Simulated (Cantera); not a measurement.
A perfectly stirred reactor is fed with N2O : H2 : N2 = 1 : 0.035 : 9.2 (molar parts), at 0.0420 bar; it is held at 1300 K, and followed from long to short residence time.

Detailed kinetics in Cantera: GRI-Mech 3.0 (53 species, 325 reactions). GRI-Mech 3.0 was tuned for natural gas; its chemistry of N2O as a main component is partial and can be far from experiment. Radical loss at walls, strong at low pressure, is not modelled. The mechanism lacks the step 2 NO + O2 → 2 NO2, which can matter for NO2 below about 1400 K. The temperature is held fixed by assumption; the heat of reaction is taken as removed at once.

Q: What does this change do: temperature 1300 to 1200 K?

A: 
```
quantity                  before     after
----------------------  --------  --------
x(N2O) at τ = 1.50 s      0.0763    0.0907
x(H2) at τ = 1.50 s      8.33e-5  0.000208
x(NO) at τ = 1.50 s      0.00230  0.000356
x(H2O) at τ = 1.50 s     0.00330   0.00320
x(H2O2) at τ = 1.50 s   4.63e-10  8.21e-10
x(N2O) at τ = 59.0 ms     0.0945    0.0961
x(H2) at τ = 59.0 ms     0.00103   0.00197
x(NO) at τ = 59.0 ms    0.000137   3.10e-5
x(H2O) at τ = 59.0 ms    0.00237   0.00144
x(H2O2) at τ = 59.0 ms   2.98e-9   2.14e-9
```

Q: What does this change do: 0.72 parts H2O added?

A: 
| quantity | before | after |
|---|---|---|
| x(N2O) at τ = 1.50 s | 0.0763 | 0.0672 |
| x(H2) at τ = 1.50 s | 8.33e-5 | 3.00e-5 |
| x(NO) at τ = 1.50 s | 0.00230 | 0.00197 |
| x(H2O) at τ = 1.50 s | 0.00330 | 0.0682 |
| x(H2O2) at τ = 1.50 s | 4.63e-10 | 5.20e-9 |
| x(N2O) at τ = 59.0 ms | 0.0945 | 0.0877 |
| x(H2) at τ = 59.0 ms | 0.00103 | 0.000656 |
| x(NO) at τ = 59.0 ms | 0.000137 | 0.000197 |
| x(H2O) at τ = 59.0 ms | 0.00237 | 0.0682 |
| x(H2O2) at τ = 59.0 ms | 2.98e-9 | 7.17e-9 |
